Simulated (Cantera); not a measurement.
Input (Python, Cantera) and output of one run.

```python
import numpy as np
import cantera as ct

gas_names = """
    H HNO HNO2 HNO3 HO2 H2 H2O H2O2 N NH NH2 NH3 NH2OH NO NO2 NO3 N2 N2H2 N2H4 N2O O OH O2 O3 Si SiH
    SiH2 SiH3 SiH4 SiN SiO SiO2 Si2 Si2N Si3
""".split()
cond_names = """
    H2O(s) H2O(L) Si(cr) Si(L) SiO2(Lqz) SiO2(hqz) SiO2(L) Si2N2O(s) Si3N4(a)
""".split()


def load(file, names, dense=False):
    # The tables refer to 1 bar. Condensed volumes are neglected.
    table = {s.name: s for s in ct.Species.list_from_file(file)}
    out = []
    for n in names:
        d = dict(table[n].input_data)
        d["thermo"] = dict(d["thermo"], **{"reference-pressure": 1e5})
        if dense:
            d["equation-of-state"] = {"model": "constant-volume", "density": "1e6 g/cm^3"}
        out.append(ct.Species.from_dict(d))
    return out


gas = ct.Solution(thermo="ideal-gas", species=load("nasa_gas.yaml", gas_names))
cond = {s.name: ct.Solution(thermo="fixed-stoichiometry", species=[s], name=s.name)
        for s in load("nasa_condensed.yaml", cond_names, dense=True)}
atoms = {
    'SiH4': {'Si': 1, 'H': 4},
    'O3': {'O': 3},
    'N2': {'N': 2},
}
top_T = {'Si2N2O(s)': 2100, 'Si3N4(a)': 2400}  # K; cautious upper limits of use, not melting points


def equilibrate(T, P, feed):
    n = {}
    for name, mol in feed.items():
        for a, k in atoms[name].items():
            n[a] = n.get(a, 0.0) + k * mol
    gas.TPX = T, P, n
    mass = sum(n.values()) * gas.mean_molecular_weight
    gas.equilibrate("TP")
    valid = [c for c in cond.values() if c.min_temp <= T <= top_T.get(c.name, c.max_temp)]
    mix = ct.Mixture([(gas, mass / gas.mean_molecular_weight)] + [(c, 0.0) for c in valid])
    mix.T, mix.P = T, P
    mix.equilibrate("TP", solver="vcs", rtol=1e-11, max_steps=5000)
    return mix


results = []
feed = {'SiH4': 1, 'O3': 0.42, 'N2': 22}  # mol
P = 133.322  # Pa
for T in [1300, 1350, 1400, 1450, 1500, 1550, 1600, 1650, 1700]:
    mix = equilibrate(T, P, feed)
    results.append((T, P, feed, dict(zip(mix.species_names, mix.species_moles))))

top = {s: max(r[3][s] / sum(r[3][g] for g in gas_names) for r in results) for s in gas_names}
cols = sorted((s for s in top if top[s] > 1e-05), key=lambda s: -top[s])[:7]
seen = [c for c in cond_names if any(r[3].get(c, 0) > 1e-12 for r in results)]
print("log10 of partial pressures in bar; condensed amounts in mol")
print(f"{'T/K':>10s}" + "".join(f"{s[:9]:>10s}" for s in cols + seen))
for T, P, feed, n in results:
    ng = sum(n[g] for g in gas_names)
    print(f"{T:10.4g}" + "".join(f"{np.log10(max(n[s] / ng * P / 1e5, 1e-99)):10.3f}" for s in cols)
          + "".join(f"{n.get(c, 0):10.4g}" for c in seen))
```

It prints:

```
log10 of partial pressures in bar; condensed amounts in mol
       T/K        N2        H2       SiO         H       H2O SiO2(hqz)   SiO2(L) Si2N2O(s)
      1300    -2.913    -3.950    -7.378    -7.931    -8.249    0.5064         0    0.2465
      1350    -2.913    -3.950    -6.627    -7.598    -8.189    0.5052         0    0.2453
      1400    -2.914    -3.950    -5.931    -7.288    -8.134    0.4996         0    0.2397
      1450    -2.915    -3.952    -5.284    -7.000    -8.085    0.4755         0    0.2156
      1500    -2.920    -3.959    -4.679    -6.734    -8.046    0.3796         0    0.1198
      1550    -2.926    -3.968    -4.399    -6.486    -7.728    0.2597         0         0
      1600    -2.926    -3.969    -4.399    -6.249    -7.161    0.2587         0         0
      1650    -2.926    -3.971    -4.397    -6.027    -6.632    0.2557         0         0
      1700    -2.927    -3.974    -4.392    -5.819    -6.141         0    0.2465         0
```

Method: chemical equilibrium by Gibbs-energy minimisation in Cantera with the NASA 1993 tables (ideal gas, pure condensed phases). N2 is the only nitrogen source here; it is nearly inert below about 1500 K, so the nitride shown seldom forms there in practice. Mutual solubility and eutectic melting of coexisting phases are not modelled. The tables hold silica as quartz up to 1696 K and as liquid above; real silica turns to tridymite and cristobalite and melts near 1996 K.
